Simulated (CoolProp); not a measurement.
A single-stage vapour-compression cycle with dimethyl ether: evaporating at 214.15 K (dew point), condensing at 245.15 K (bubble point), superheat 0 K, subcooling 8 K, compressor efficiency 0.85, no pressure losses. Each further row changes one setting.

The numbers come from the reference Helmholtz-energy equation of state, Wu 2011 in CoolProp.

```json
[
 {"case": "as stated", "cooling COP": "___", "pressure ratio": "5.09", "discharge temperature (K)": "279.4", "refrigerating effect (kJ/kg)": "452", "volumetric capacity (kJ/m³)": "204"},
 {"case": "evaporating temperature 219.15 K", "cooling COP": "6.83", "pressure ratio": "3.78", "discharge temperature (K)": "272.6", "refrigerating effect (kJ/kg)": "458", "volumetric capacity (kJ/m³)": "273"},
 {"case": "condensing temperature 240.15 K", "cooling COP": "___", "pressure ratio": "4.05", "discharge temperature (K)": "___", "refrigerating effect (kJ/kg)": "463", "volumetric capacity (kJ/m³)": "209"},
 {"case": "subcooling 13 K", "cooling COP": "5.63", "pressure ratio": "5.09", "discharge temperature (K)": "279.4", "refrigerating effect (kJ/kg)": "463", "volumetric capacity (kJ/m³)": "209"},
 {"case": "superheat 10 K", "cooling COP": "5.40", "pressure ratio": "5.09", "discharge temperature (K)": "290.7", "refrigerating effect (kJ/kg)": "___", "volumetric capacity (kJ/m³)": "200"},
 {"case": "compressor efficiency 0.75", "cooling COP": "4.85", "pressure ratio": "5.09", "discharge temperature (K)": "287.1", "refrigerating effect (kJ/kg)": "452", "volumetric capacity (kJ/m³)": "204"}
]
```

Question: Complete the blanks.

Answer: 
- as stated, cooling COP: 5.50
- condensing temperature 240.15 K, cooling COP: 6.66
- condensing temperature 240.15 K, discharge temperature (K): 269.8
- superheat 10 K, refrigerating effect (kJ/kg): 464
